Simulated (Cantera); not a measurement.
Feed: 1 mol BN, 41 mol HCl, at 675 °C and 13300 Pa.

These are equilibrium values from Cantera (NASA tables, ideal gas, pure condensed phases), not measurements of a reactor. Candidate condensed phases: B, BN, NH₄Cl; 21 gas species. Gases not in the tables: BHCl₂. The numbers say what is thermodynamically allowed, not how fast it happens.

Base state: HCl 0.978, H₂ 0.0111, BCl₃ 0.00739, N₂ 0.00369 (mole fractions); condensed: BN(s).

Task: What changes in the equilibrium state with this change: temperature from 675 °C to 1200 °C?

Result: 
```tsv
species	before	after
HCl	0.978	0.927
H₂	0.0111	0.0366
BCl₃	0.00739	0.0244
N₂	0.00369	0.0122
BCl₂	<1e-9	1.58e-5
Cl	1.27e-8	0.000136
BN(s), mol	0.697	0
```
The tables' values for BCl₂ are old estimates; treat these amounts as uncertain.
